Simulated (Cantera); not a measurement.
What does this Cantera script print?

```python
import numpy as np
import cantera as ct

gas_names = [...]  # 87 gases of nasa_gas.yaml made of C, H, Si
cond_names = """
    C(gr) C6H6(L) C7H8(L) C8H18(L),n-octa Si(cr) Si(L) SiC(b)
""".split()


# ... load() reads the species with a 1 bar reference pressure and builds the phases ...
atoms = {
    'SiH4': {'Si': 1, 'H': 4},
    'C2H2': {'C': 2, 'H': 2},
    'H2': {'H': 2},
}
top_T = {'C(gr)': 4500, 'SiC(b)': 3050}  # K; cautious upper limits of use, not melting points


# ... equilibrate(T, P, feed) seeds the gas with the atoms and calls Mixture.equilibrate('TP', solver="vcs", rtol=1e-11, max_steps=5000) ...
results = []
feed = {'SiH4': 1, 'C2H2': 0.0097, 'H2': 7}  # mol
T = 1325  # K
P = 140  # Pa
mix = equilibrate(T, P, feed)
results.append((T, P, feed, dict(zip(mix.species_names, mix.species_moles))))
x = sorted(zip(gas.X, gas.species_names), reverse=True)
print(f"T = {T:g} K  P = {P:g} Pa  gas = {mix.phase_moles(0):.4g} mol")
print("   x: " + "  ".join(f"{s} {v:.3e}" for v, s in x if v > 0.0001))
print("   condensed (mol): " + ("  ".join(f"{mix.phase(i).name} {mix.phase_moles(i):.4g}"
      for i in range(1, mix.n_phases) if mix.phase_moles(i) > 1e-12) or "none"))
```

Result:

```
T = 1325 K  P = 140 Pa  gas = 9.01 mol
   x: H2 1.000e+00
   condensed (mol): Si(cr) 0.9806  SiC(b) 0.0194
```

Equilibrium computed with Cantera from the NASA thermochemical tables; the gas is ideal and each condensed phase is pure. Mutual solubility and eutectic melting of coexisting phases are not modelled.
